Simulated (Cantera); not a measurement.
A freely propagating, adiabatic, planar premixed flame of 12.8 % CH4, 18.3 % O2, 68.8 % N2, equivalence ratio 1.4, unburnt at 550 K and 1.00 atm; mixture-averaged transport, grid criteria slope 0.08 and curve 0.16, no radiation.

Model: GRI-Mech 3.0 (53 species, 325 reactions), integrated in Cantera. Burning velocities carry a grid error of a few per cent, more on coarse grids.

Q: Predict: laminar burning velocity; thermal thickness; peak x(H); peak x(CH2O).

A: 
```json
{
 "laminar_burning_velocity": "59.0 cm/s",
 "thermal_thickness": "0.529 mm",
 "peak x(H)": "0.00578",
 "peak x(CH2O)": "0.00109"
}
```
